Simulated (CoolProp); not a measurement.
Properties of ethylene along the isobar 0.478 MPa.

Model: reference Helmholtz-energy equation of state, Smukala 2000, in CoolProp.

```tsv
T (°C)	phase	Z	cp (kJ/(kg K))	cv (kJ/(kg K))	isothermal compressibility (1/MPa)	expansivity (1/kK)
-5.95	gas	0.9611	1.499	1.151	2.179	[?]
7.05	gas	0.9665	1.529	1.188	2.166	3.961
20.15	gas	0.9710	1.563	1.228	2.156	3.733
33.25	gas	0.9748	1.601	1.270	2.147	3.534
46.25	gas	0.9780	1.640	1.314	2.140	3.359
59.35	gas	0.9807	1.682	1.359	2.134	3.202
72.35	gas	0.9830	[?]	1.404	2.129	3.061
85.45	gas	0.9850	1.768	1.450	2.124	2.933
98.45	gas	0.9867	1.812	[?]	2.120	2.816
111.55	gas	0.9882	1.857	[?]	2.117	2.709
124.65	gas	0.9895	1.902	1.589	2.114	2.610
137.65	gas	0.9907	[?]	1.634	2.112	2.519
150.75	gas	0.9917	1.990	1.680	2.109	2.434
163.75	gas	0.9926	2.033	1.724	2.108	2.355
176.85	gas	0.9934	[?]	[?]	2.106	2.281
```

Problem. Some entries are withheld; supply them.

Solution. 
- -5.95, expansivity (1/kK): 4.222
- 72.35, cp (kJ/(kg K)): 1.725
- 98.45, cv (kJ/(kg K)): 1.496
- 111.55, cv (kJ/(kg K)): 1.543
- 137.65, cp (kJ/(kg K)): 1.946
- 176.85, cp (kJ/(kg K)): 2.077
- 176.85, cv (kJ/(kg K)): 1.769
